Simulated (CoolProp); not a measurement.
Vapour-liquid equilibrium of R22 (1) + n-pentane (2) at 292.4 K; x and y are mole fractions of (1).

Model: multi-fluid Helmholtz-energy mixture model, Kamei 1995 and Thol 2019; pair parameters Bell 2016, in CoolProp.

```csv
x,bubble pressure (MPa),y at the bubble point,dew pressure at overall composition x (MPa),liquid density (mol/L)
0.05,0.1304,0.586,0.05782,8.863
0.2,0.3264,0.847,0.06856,9.419
0.35,0.4719,0.903,0.08411,10.03
0.5,0.5776,0.929,0.1086,10.72
0.65,0.6631,0.947,0.1531,11.51
0.8,0.7485,0.965,0.2581,12.44
0.95,0.8507,0.989,0.6770,13.58
```

No azeotrope shows between x = 0.05 and 0.95.

Pair parameters are fitted to limited data, so mixtures are less certain than the pure fluids.
